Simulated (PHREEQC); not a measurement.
PHREEQC input (ion-association model, wateq4f.dat):

```
SOLUTION_SPECIES
  2 NO3- + 12 H+ + 10 e- = N2 + 6 H2O  # shut off: nitrate stays nitrate
    -log_k -100
    -delta_h 0
    -analytic -100
SOLUTION 1
  temp 35
  units mol/kgw
  pH 7 charge
  S(6) 0.002839
  Cd 0.0028
  Na 7.8e-05
SOLUTION 2
  temp 35
  units mol/kgw
  pH 7 charge
  N(5) 0.006043
  Ag 0.006
  K 4.3e-05
  S(6) 0.00035
  Na 0.0007
END
SELECTED_OUTPUT 1
  -reset false
  -pH true
  -pe true
  -ionic_strength true
  -water true
  -totals Ag Cd K N Na S N(5) N(3) N(0) N(-3)
    S(-2) S(6)
  -molalities H+ Ag+ Cd+2 K+ NO3- Na+ SO4-2 NH3 NaSO4- KSO4-
    HSO4- H2S HS- S-2 O2 NH4+ NH4SO4- OH- CdOH+ Cd(OH)2
    Cd(OH)3- Cd(OH)4-2 Cd2OH+3 CdNO3+ CdSO4 CdHS+ Cd(HS)2 Cd(HS)3- Cd(HS)4-2 NO2-
    AgHS Ag(HS)2- AgOH Ag(OH)2- AgSO4- AgNO3 Ag(NO2)2- Cd(SO4)2-2
  -equilibrium_phases Cd(OH)2 Ag2O Ag2SO4 Mirabilite
PRINT
  -reset false
MIX 1
  1 1
  2 0
EQUILIBRIUM_PHASES 1
  Cd(OH)2 0 0
  Ag2O 0 0
  Ag2SO4 0 0
  Mirabilite 0 0
  O2(g) -0.68 10
END
# ... the last block is repeated for the other 20 points of share of solution B
```

Selected output (columns that matter, 9 of 21 rows; share of solution B added in front):

```
share of solution B	pH	mu	Ag	Cd	K	N	Na	S	m_H+	m_Ag+	m_Cd+2	m_K+	m_NO3-	m_Na+
0	6.3183	0.0086714	0	0.0028	0	0	7.8e-05	0.002839	5.2426e-07	0	0.0021385	0	0	7.7395e-05
0.1	6.3331	0.0086149	0.0006	0.00252	4.3e-06	0.0006043	0.0001402	0.0025901	5.0662e-07	0.00058307	0.0019579	4.2521e-06	0.00060265	0.00013919
0.25	6.3591	0.0084947	0.0015	0.0021	1.075e-05	0.0015108	0.0002335	0.0022168	4.7694e-07	0.0014622	0.0016759	1.0645e-05	0.0015066	0.00023203
0.4	6.3915	0.0083276	0.0024	0.00168	1.72e-05	0.0024172	0.0003268	0.0018434	4.4233e-07	0.002347	0.0013795	1.7056e-05	0.0024106	0.00032504
0.5	6.4183	0.0081872	0.003	0.0014	2.15e-05	0.0030215	0.000389	0.0015945	4.1563e-07	0.0029403	0.0011729	2.1341e-05	0.0030132	0.00038715
0.6	6.4512	0.0080207	0.0036	0.00112	2.58e-05	0.0036258	0.0004512	0.0013456	3.8508e-07	0.0035366	0.0009584	2.5635e-05	0.0036159	0.00044935
0.75	6.5192	0.0077153	0.0045	0.0007	3.225e-05	0.0045323	0.0005445	0.00097225	3.2881e-07	0.004437	0.00061986	3.2096e-05	0.0045201	0.00054282
0.9	6.6355	0.0073303	0.0054	0.00028	3.87e-05	0.0054387	0.0006378	0.0005989	2.5115e-07	0.0053454	0.00025756	3.8581e-05	0.0054245	0.00063654
1	6.8003	0.0070192	0.006	0	4.3e-05	0.006043	0.0007	0.00035	1.7159e-07	0.0059562	0	4.292e-05	0.0060277	0.00069916
```

Species that the database lacks are ignored.
